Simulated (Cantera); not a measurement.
A perfectly stirred reactor is fed with 17.4 % H2, 82.6 % O2, equivalence ratio 0.10, at 27.8 Torr; it is held at 1173 K, and followed from long to short residence time.

Computed with Cantera and GRI-Mech 3.0 (53 species, 325 reactions). Radical loss at walls, strong at low pressure, is not modelled. The temperature is held fixed by assumption; the heat of reaction is taken as removed at once.

Task: Predict: x(H2) at τ = 4.40 s; x(O2) at τ = 4.40 s; x(H2O) at τ = 4.40 s; x(HO2) at τ = 4.40 s; x(OH) at τ = 4.40 s; x(H2) at τ = 45.0 ms; x(O2) at τ = 45.0 ms; x(H2O) at τ = 45.0 ms; x(HO2) at τ = 45.0 ms; x(OH) at τ = 45.0 ms.

Result: 
- x(H2) at τ = 4.40 s = 0.000118
- x(O2) at τ = 4.40 s = 0.809
- x(H2O) at τ = 4.40 s = 0.190
- x(HO2) at τ = 4.40 s = 3.05e-6
- x(OH) at τ = 4.40 s = 0.000567
- x(H2) at τ = 45.0 ms = 0.00204
- x(O2) at τ = 45.0 ms = 0.804
- x(H2O) at τ = 45.0 ms = 0.185
- x(HO2) at τ = 45.0 ms = 1.77e-5
- x(OH) at τ = 45.0 ms = 0.00270
